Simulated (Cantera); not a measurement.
A perfectly stirred reactor is fed with 87.0 % NH₃, 13.0 % H₂, at 120 Torr; it is held at 2248 K, and followed from long to short residence time.

Cantera simulation using the gas-phase N/H chemistry of the illustrative SiF4/NH3 mechanism in the Surface Chemkin manual (1991); the numbers are that mechanism's predictions, not measurements. Walls and surfaces, which speed up NH3 decomposition in real reactors, are not modelled.

One state of this run: x NH₃ = 0.791; x H₂ = 0.186; x NH = 6.30e-5; x N₂ = 0.0196; x H = 0.000248; x NH₂ = 0.00323. x: mole fraction; the columns are a selection and need not sum to one.

Task: Which value of τ (s) does it belong to?
(A) 3.6
(B) 11
(C) 0.013
(D) 0.0014

Result: D, 0.0014
